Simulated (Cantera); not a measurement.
Mixture: C3H8 : O2 : N2 = 1 : 3.12 : 11.8 (molar parts), at 1.00 bar, adiabatic and at constant volume. Ignition delay is the time to a rise of 400 K.

Cantera simulation using GRI-Mech 3.0 (53 species, 325 reactions); the numbers are that mechanism's predictions, not measurements. GRI-Mech 3.0 was tuned for natural gas; its chemistry of propane as a main component is partial and can be far from experiment.

### Question
Predict: delay at 1175 K; delay at 1275 K; delay at 1375 K; delay at 1475 K; delay at 1575 K; delay at 1675 K; apparent activation energy between 1475 and 1675 K.

### Answer
| Property | Value |
|---|---|
| delay at 1175 K | 9.96 ms |
| delay at 1275 K | 1.42 ms |
| delay at 1375 K | 0.304 ms |
| delay at 1475 K | 94.0 µs |
| delay at 1575 K | 39.1 µs |
| delay at 1675 K | 20.3 µs |
| apparent activation energy between 1475 and 1675 K | 160 kJ/mol |
